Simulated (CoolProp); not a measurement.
Computed with CoolProp (reference Helmholtz-energy equation of state, Lemmon 2006). It is a short technical equation, of lower accuracy than the large ones.

**Question.** For carbon monoxide, give the phase and the density (kg/m³), Joule-Thomson coefficient (K/MPa), isothermal compressibility (1/MPa), fugacity coefficient at 115.6 K and 2.66 bar.

**Answer.** 
- 115.6 K and 2.66 bar: gas; density 8.07, Joule-Thomson coefficient 13.7, isothermal compressibility 3.92, fugacity coefficient 0.962
